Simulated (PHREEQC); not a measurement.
Dissolve 25 mmol/kgw HF, 0.069 mmol/kgw KF and 1 mmol/kgw H2SO4 at 30 °C. Closed to the air; pH follows from the charge balance.

Equilibrium calculation in PHREEQC: ion-association model, wateq4f.dat.

No solid was allowed to form.

### Question
Order these F species by the share of F that they hold, largest first: H2F2, F-, HF2-, HF.

### Answer
HF (80 %), F- (12 %), H2F2 (6.9 %), HF2- (1.9 %)

The pH is 2.35 and the ionic strength 0.00562 mol/kgw. wateq4f.dat counts part of the HF as a dimer, H2F2, which phreeqc.dat doesn't know; its constant is uncertain.
